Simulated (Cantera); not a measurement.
Mixture: CH₄ : O₂ : N₂ = 1 : 1.18 : 4.42 (molar parts), equivalence ratio 1.7, at 9.87 atm, adiabatic and at constant volume. Ignition delay is the time to a rise of 400 K.

Detailed kinetics in Cantera: GRI-Mech 3.0 (53 species, 325 reactions).

Question: Predict: delay at 1448 K; delay at 1523 K; delay at 1598 K; delay at 1673 K; delay at 1748 K; apparent activation energy between 1598 and 1748 K.

Answer: 
```json
{
 "delay at 1448 K": "0.364 ms",
 "delay at 1523 K": "0.173 ms",
 "delay at 1598 K": "85.8 µs",
 "delay at 1673 K": "44.4 µs",
 "delay at 1748 K": "24.1 µs",
 "apparent activation energy between 1598 and 1748 K": "200 kJ/mol"
}
```
